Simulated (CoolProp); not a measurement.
Values from CoolProp's reference Helmholtz-energy equation of state, Aleksandrov 2011. It is a short technical equation, of lower accuracy than the large ones.

Q: For n-undecane, give the phase and the cv (kJ/(kg K)), Joule-Thomson coefficient (K/MPa) at 602.6 K and 0.183 MPa; 464.3 K and 0.314 MPa; 522.7 K and 0.053 MPa.

A: 
- 602.6 K and 0.183 MPa: gas; cv 2.82, Joule-Thomson coefficient 10.7
- 464.3 K and 0.314 MPa: liquid; cv 2.45, Joule-Thomson coefficient -0.178
- 522.7 K and 0.053 MPa: gas; cv 2.54, Joule-Thomson coefficient 17.7
